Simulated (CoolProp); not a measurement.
C2F6 (R116) at several states: Z from the reference equation and from simpler models built on Tc = 19.9 °C, pc = 3048 kPa, ω = 0.257; each cubic takes its own stable root.

The numbers come from the reference Helmholtz-energy equation of state, Lemmon 2006 in CoolProp. It is a short technical equation, of lower accuracy than the large ones.

| T (°C) | p (kPa) | phase | reference |
|---|---|---|---|
| 125.65 | 31.2 | gas | 0.9989 |
| -25.75 | 5700 | liquid | 0.2750 |
| -54.45 | 4590 | liquid | 0.2288 |
| 1.25 | 1650 | gas | 0.7022 |

Task: How far does each simpler model (van der Waals, Peng-Robinson) lie from the reference over these 4 states: mean and median of the absolute difference, and the worst?

Result: 
- van der Waals: mean 27.3 %, median 28.4 %, worst +52.3 % at -54.45 °C and 4590 kPa
- Peng-Robinson: mean 4.1 %, median 4.3 %, worst -7.6 % at -54.45 °C and 4590 kPa
